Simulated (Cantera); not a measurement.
Feed: 1 mol SiCl₄, 13 mol N₂, held at 1130 Torr.

Method: chemical equilibrium by Gibbs-energy minimisation in Cantera with the NASA 1993 tables (ideal gas, pure condensed phases). Candidate condensed phases: Si, Si₃N₄; 13 gas species. The tables' values for SiCl₃ are old estimates; treat these amounts as uncertain. Kinetics and transport are ignored.

x: gas mole fraction; nothing condenses.

| T (K) | x N₂ | x SiCl₄ | x SiCl₃ | x Cl |
|---|---|---|---|---|
| 973 | 0.929 | 0.0714 | 9.33e-8 | ? |
| 1073 | 0.929 | 0.0714 | 7.88e-7 | ? |
| 1173 | 0.929 | 0.0714 | 4.69e-6 | ? |
| 1273 | 0.929 | 0.0714 | 2.14e-5 | ? |
| 1373 | 0.929 | 0.0713 | 7.84e-5 | ? |
| 1473 | 0.928 | 0.0712 | 0.000242 | ? |
| 1573 | 0.928 | 0.0707 | 0.000644 | ? |
| 1673 | 0.927 | 0.0697 | 0.00151 | ? |

Some entries are withheld; supply them.


- 973, x Cl: 3.56e-8
- 1073, x Cl: 3.91e-7
- 1173, x Cl: 2.81e-6
- 1273, x Cl: 1.46e-5
- 1373, x Cl: 5.93e-5
- 1473, x Cl: 0.000198
- 1573, x Cl: 0.000565
- 1673, x Cl: 0.00142
